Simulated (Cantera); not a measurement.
## Low-pressure radical oxidation in H2/O2

An isothermal, constant-pressure homogeneous reactor starts with 0.683 % H₂, 31.0 % O₂, 68.3 % N₂, equivalence ratio 0.011, at 1350 K and 0.00230 bar.

Model: the H2/O2 subset of GRI-Mech 3.0, which has no nitrogen chemistry, integrated in Cantera. Radical loss at walls, strong at low pressure, is not modelled.

```tsv
t (s)	x H₂	x O₂	x HO₂	x H₂O	x H₂O₂
0.000100	0.00683	0.310	4.17e-10	<1e-12	<1e-12
0.000228	0.00683	0.310	9.51e-10	7.54e-12	<1e-12
0.000521	0.00683	0.310	2.17e-9	7.62e-11	<1e-12
0.00119	0.00683	0.310	4.95e-9	6.79e-10	<1e-12
0.00271	0.00683	0.310	1.13e-8	5.43e-9	4.37e-12
0.00620	0.00683	0.310	2.57e-8	4.82e-8	2.05e-11
0.0141	0.00683	0.310	5.84e-8	8.93e-7	8.63e-11
0.0323	0.00653	0.310	1.03e-7	0.000212	2.80e-10
0.0737	8.83e-5	0.304	5.81e-8	0.00607	1.62e-9
0.168	5.58e-5	0.304	5.40e-8	0.00617	1.35e-9
0.384	5.51e-5	0.304	5.37e-8	0.00617	1.35e-9
0.876	5.37e-5	0.304	5.31e-8	0.00619	1.34e-9
2.00	5.07e-5	0.304	5.18e-8	0.00622	1.32e-9
```
x: mole fraction; the columns are a selection and need not sum to one.

Equilibrium at this temperature and pressure: H₂ 5.28e-8, O₂ 0.308, HO₂ 4.51e-9, H₂O 0.00684, H₂O₂ 1.44e-11 (gas phase only).
